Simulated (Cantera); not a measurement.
An adiabatic, constant-volume homogeneous reactor starts with CH4 : O2 : N2 = 1 : 1.11 : 10.6 (molar parts), equivalence ratio 1.8, at 1350 K and 180000 Pa.

Model: GRI-Mech 3.0 (53 species, 325 reactions), integrated in Cantera.

x: mole fraction; the columns are a selection and need not sum to one.

```csv
t (s),T (K),P (bar),x CH4,x O2,x OH,x C2H6,x CH2CO
7.00e-6,1350,1.80,0.0787,0.0873,1.94e-10,<1e-12,<1e-12
1.95e-5,1350,1.80,0.0787,0.0873,3.64e-10,1.79e-11,<1e-12
5.45e-5,1350,1.80,0.0787,0.0873,___,4.71e-10,<1e-12
0.000152,1350,1.80,0.0787,0.0873,___,1.64e-8,<1e-12
0.000424,1350,1.80,0.0787,0.0873,___,7.52e-7,5.38e-12
0.00118,1350,1.80,0.0786,0.0873,___,1.51e-5,1.00e-9
0.00330,1352,1.80,0.0782,0.0871,___,9.76e-5,4.39e-8
0.00921,1373,1.83,0.0747,0.0848,___,0.000729,5.77e-6
0.0257,2228,3.18,3.41e-11,7.15e-7,0.000157,<1e-12,<1e-12
0.0717,2228,3.18,3.05e-11,7.20e-7,0.000158,<1e-12,<1e-12
0.200,2228,3.18,3.01e-11,7.21e-7,0.000158,<1e-12,<1e-12
```

**Question.** What belongs in the gaps?

**Answer.** 
- 5.45e-5, x OH: 1.01e-9
- 0.000152, x OH: 3.23e-9
- 0.000424, x OH: 9.89e-9
- 0.00118, x OH: 1.94e-8
- 0.00330, x OH: 3.83e-8
- 0.00921, x OH: 2.47e-7
